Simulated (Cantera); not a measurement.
Cantera run, input and output.

```python
import numpy as np
import cantera as ct

surf = ct.Interface("ptcombust.yaml", "Pt_surf")
gas = surf.adjacent["gas"]
gas.TPX = 300, 19000, {'H2': 0.023, 'O2': 0.14, 'N2': 0.79}
jet = ct.ImpingingJet(gas=gas, width=0.062, surface=surf)
jet.inlet.mdot, jet.inlet.T, jet.inlet.X = 0.077, 300, {'H2': 0.023, 'O2': 0.14, 'N2': 0.79}
jet.set_refine_criteria(ratio=10, slope=0.2, curve=0.3)
show, cover = ['H2', 'O2', 'H2O', 'OH'], ["PT(S)", "H(S)", "O(S)", "OH(S)", "CO(S)", "C(S)"]

rows = []
print(f"{'Ts/K':>7s}" + "".join(f"{s:>11s}" for s in show + cover) + "   (gas at the wall, coverages)")
for i, Ts in enumerate([600, 650, 700, 750, 800, 850]):
    jet.surface.T = Ts
    if i == 0:
        surf.TP = Ts, 19000
        surf.coverages = "PT(S):0.5, O(S):0.5"
        surf.advance_coverages(1.0)
        jet.set_initial_guess(products="inlet")
    jet.solve(loglevel=0, auto=(i == 0))
    rows.append([*(jet.X[gas.species_index(s), -1] for s in show), *surf[cover].coverages])
    print(f"{Ts:7g}" + "".join(f"{x:11.3e}" for x in rows[-1]))
```

Output:

```
   Ts/K         H2         O2        H2O         OH      PT(S)       H(S)       O(S)      OH(S)      CO(S)       C(S)   (gas at the wall, coverages)
    600  2.163e-03  1.231e-01  4.311e-02  1.099e-12  2.890e-02  1.021e-09  9.645e-01  6.574e-03  7.128e-22  1.536e-25
    650  2.139e-03  1.232e-01  4.283e-02  1.410e-11  3.057e-02  1.435e-09  9.650e-01  4.421e-03  5.556e-19  1.113e-25
    700  1.999e-03  1.231e-01  4.281e-02  1.222e-10  3.427e-02  2.391e-09  9.625e-01  3.232e-03  2.155e-21  9.617e-28
    750  1.590e-03  1.228e-01  4.333e-02  7.359e-10  4.574e-02  5.317e-09  9.516e-01  2.703e-03  5.098e-19  8.024e-27
    800  1.076e-03  1.223e-01  4.408e-02  3.275e-09  7.112e-02  1.511e-08  9.264e-01  2.521e-03  3.056e-20  1.103e-28
    850  7.328e-04  1.220e-01  4.452e-02  1.156e-08  1.104e-01  4.244e-08  8.872e-01  2.399e-03  1.010e-19  4.093e-26
```

Model: Deutschmann's 1995 Pt surface mechanism with GRI-Mech 3.0 gas chemistry, integrated in Cantera. Catalytic surfaces can have several steady states; this one follows from the mechanism file's or the stated starting coverage.
